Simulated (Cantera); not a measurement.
**Reactions in the system H-N-O-V**

Cantera with NASA thermochemical tables; ideal gases at 1 bar, condensed phases pure. Values are per mole of reaction as written; species without (g) are pure solids or liquids, kept so even where they would boil at 1 bar.

6 V2O4 + 2 NH3(g) ⇌ 6 V2O3 + 6 OH(g) + N2(g)

```tsv
T (K)	ΔH° (kJ)	ΔS° (J/K)	ΔG° (kJ)	log10 K	condensed phases
900	1523.2	725.0	870.7	-50.53	V2O4(s), V2O3(s)
1100	1516.8	718.6	726.3	-34.49	V2O4(s), V2O3(s)
1300	1511.6	714.2	583.1	-23.43	V2O4(s), V2O3(s)
1500	1508.5	712.0	440.5	-15.34	V2O4(s), V2O3(s)
1700	1508.0	711.6	298.2	-9.16	V2O4(s), V2O3(s)
1900	821.0	333.8	186.8	-5.14	V2O4(l), V2O3(s)
2100	788.4	317.4	121.8	-3.03	V2O4(l), V2O3(s)
2300	763.8	306.2	59.5	-1.35	V2O4(l), V2O3(s)
2500	1424.7	589.1	-48.2	1.01	V2O4(l), V2O3(l)
2700	1377.0	570.8	-164.2	3.18	V2O4(l), V2O3(l)
2900	1329.4	553.8	-276.6	4.98	V2O4(l), V2O3(l)
```
